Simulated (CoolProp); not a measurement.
Vapour-liquid equilibrium of R125 (1) + R143a (2) at 235.1 K; x and y are mole fractions of (1).

Model: multi-fluid Helmholtz-energy mixture model, Lemmon 2005 and Lemmon and Jacobsen 2000; pair parameters Lemmon 2004, in CoolProp.

```json
[
 {"x": "0.05", "bubble pressure, mixture model (MPa)": "0.1530", "bubble pressure, Raoult's law (MPa)": "0.1541", "y, mixture model": "0.046", "y, Raoult's law": "0.053"},
 {"x": "0.15", "bubble pressure, mixture model (MPa)": "0.1519", "bubble pressure, Raoult's law (MPa)": "0.1549", "y, mixture model": "0.144", "y, Raoult's law": "0.157"},
 {"x": "0.25", "bubble pressure, mixture model (MPa)": "0.1513", "bubble pressure, Raoult's law (MPa)": "0.1557", "y, mixture model": "0.246", "y, Raoult's law": "0.260"},
 {"x": "0.35", "bubble pressure, mixture model (MPa)": "0.1511", "bubble pressure, Raoult's law (MPa)": "0.1565", "y, mixture model": "0.351", "y, Raoult's law": "0.362"},
 {"x": "0.45", "bubble pressure, mixture model (MPa)": "0.1514", "bubble pressure, Raoult's law (MPa)": "0.1573", "y, mixture model": "0.458", "y, Raoult's law": "0.463"},
 {"x": "0.55", "bubble pressure, mixture model (MPa)": "0.1523", "bubble pressure, Raoult's law (MPa)": "0.1581", "y, mixture model": "0.565", "y, Raoult's law": "0.563"},
 {"x": "0.65", "bubble pressure, mixture model (MPa)": "0.1536", "bubble pressure, Raoult's law (MPa)": "0.1590", "y, mixture model": "0.670", "y, Raoult's law": "0.662"},
 {"x": "0.75", "bubble pressure, mixture model (MPa)": "0.1554", "bubble pressure, Raoult's law (MPa)": "0.1598", "y, mixture model": "0.772", "y, Raoult's law": "0.760"},
 {"x": "0.85", "bubble pressure, mixture model (MPa)": "0.1577", "bubble pressure, Raoult's law (MPa)": "0.1606", "y, mixture model": "0.868", "y, Raoult's law": "0.856"},
 {"x": "0.95", "bubble pressure, mixture model (MPa)": "0.1603", "bubble pressure, Raoult's law (MPa)": "0.1614", "y, mixture model": "0.958", "y, Raoult's law": "0.952"}
]
```

The largest gap from Raoult's law is -3.8 % in bubble pressure, at x = 0.45. y crosses x between x = 0.25 and 0.35: the model has an azeotrope there.

Pair parameters are fitted to limited data, so mixtures are less certain than the pure fluids.
